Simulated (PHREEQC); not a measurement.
Solution (25 °C): 8.7 mmol/kgw MnSO4, 190 mmol/kgw ZnCl2, 0.082 mmol/kgw NaF and 18 mmol/kgw NaCl. Closed to the air; pH follows from the charge balance.

Model: ion-association model, phreeqc.dat, run in PHREEQC.

```csv
quantity,before,after
pH,4.88,5.48
ionic strength (mol/kgw),0.520,0.0921
Cl- (mol/kgw),0.350,0.0544
ZnCl+ (mol/kgw),0.0297,0.000871
ZnCl2 (mol/kgw),0.00405,2.91e-5
SI of Halite (NaCl),-4.10,-4.80
```

**Question.** Which change was made?
A) 0.022 mol/kgw HBr added
B) ZnCl2 from 0.19 to 0.019 mol/kgw
C) NaF left out
D) ZnCl2 from 0.19 to 0.171 mol/kgw
E) temperature from 25 to 65 °C

**Answer.** B, ZnCl2 from 0.19 to 0.019 mol/kgw

Precipitation was switched off in this run.
